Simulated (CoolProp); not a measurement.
A simple Rankine cycle with m-xylene: condensing at 319.15 K, boiler at 3.08 MPa, turbine inlet 619 K, turbine efficiency 0.9, pump efficiency 0.8, no recuperator. Each further row changes one setting.

The numbers come from the reference Helmholtz-energy equation of state, Zhou 2012 in CoolProp.

| case | thermal efficiency (%) | net work (kJ/kg) | heat in (kJ/kg) | turbine exit temperature (K) | volume ratio over the turbine |
|---|---|---|---|---|---|
| as stated | 27.0 | 228 | 844 | 464.7 | 1200 |
| condensing temperature 311.15 K | 28.0 | 241 | 858 | 457.5 | 1770 |
| boiler pressure 2.16 MPa | 26.1 | 230 | 880 | 483.4 | 668 |
| turbine efficiency 0.8 | 23.9 | 202 | 844 | 478.9 | 1230 |
